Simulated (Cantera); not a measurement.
Input: 1 mol C2H6, 0.43 mol CO2, held at 350 °C and 0.100 bar.

Equilibrium computed with Cantera from the NASA thermochemical tables; the gas is ideal and each condensed phase is pure. Candidate condensed phases: C, C6H6, C7H8, C8H18, H2O; 110 gas species. Rates play no part.

Base state: CH4 0.379, H2O 0.310, H2 0.273, CO2 0.0365, CO 0.00152 (mole fractions); condensed: C(graphite).

Problem. What changes in the equilibrium state with this change: pressure from 0.100 bar to 2.40 mbar?

Solution. 
| species | before | after |
|---|---|---|
| H2 | 0.273 | 0.712 |
| H2O | 0.310 | 0.157 |
| CH4 | 0.379 | 0.0617 |
| CO | 0.00152 | 0.0123 |
| CO2 | 0.0365 | 0.0575 |
| C(graphite), mol | 1.50 | 2.03 |

Problem. What changes in the equilibrium state with this change: CO2 from 0.43 to 0.049 mol?

Solution. 
| species | before | after |
|---|---|---|
| CH4 | 0.379 | 0.603 |
| H2 | 0.273 | 0.345 |
| H2O | 0.310 | 0.0509 |
| CO2 | 0.0365 | 0.000618 |
| CO | 0.00152 | 0.000198 |
| C(graphite), mol | 1.50 | 0.918 |
